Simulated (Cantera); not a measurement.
Charge: 1 mol CaO, 1.8 mol NF3, 18 mol H2, equilibrated at 1252 °C and 73.0 mbar.

Equilibrium computed with Cantera from the NASA thermochemical tables; the gas is ideal and each condensed phase is pure. Candidate condensed phases: Ca, CaF2, CaO, Ca(OH)2, H2O; 47 gas species. Kinetics and transport are ignored.

Base state: H2 0.743, HF 0.165, H2O 0.0485, N2 0.0437, H 7.55e-5, CaF2 5.04e-5 (mole fractions); condensed: CaF2(s).

**Question.** What changes in the equilibrium state with this change: temperature from 1252 °C to 1550 °C?

**Answer.** 
```
species        before    after
------------  -------  -------
H2              0.743    0.737
HF              0.165    0.164
H2O            0.0485   0.0482
CaF2          5.04e-5  0.00640
H             7.55e-5  0.00138
N2             0.0437   0.0434
CaF           8.48e-9  2.20e-5
CaF2(s), mol    0.999        0
CaF2(l), mol        0    0.867
```
